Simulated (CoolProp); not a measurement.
A simple Rankine cycle with the fluoroketone C6F12O (FK-5-1-12): condensing at 316.15 K, boiler at 0.411 MPa, turbine inlet 374.8 K, turbine efficiency 0.8, pump efficiency 0.7, no recuperator. Each further row changes one setting.

Values from CoolProp's reference Helmholtz-energy equation of state, McLinden 2015.

```tsv
case	thermal efficiency (%)	net work (kJ/kg)	heat in (kJ/kg)	turbine exit temperature (K)	volume ratio over the turbine
as stated	8.0	___	138	357.2	5.53
turbine inlet 394.8 K	7.5	11.9	158	377.6	5.37
condensing temperature 308.15 K	9.0	13.2	___	___	7.47
boiler pressure 0.288 MPa	6.4	8.92	___	361.9	___
turbine efficiency 0.7	___	9.62	138	358.8	5.56
```

Problem. What belongs in the gaps?

Solution. 
- as stated, net work (kJ/kg): 11.0
- condensing temperature 308.15 K, heat in (kJ/kg): 147
- condensing temperature 308.15 K, turbine exit temperature (K): 354.5
- boiler pressure 0.288 MPa, heat in (kJ/kg): 140
- boiler pressure 0.288 MPa, volume ratio over the turbine: 3.69
- turbine efficiency 0.7, thermal efficiency (%): 7.0
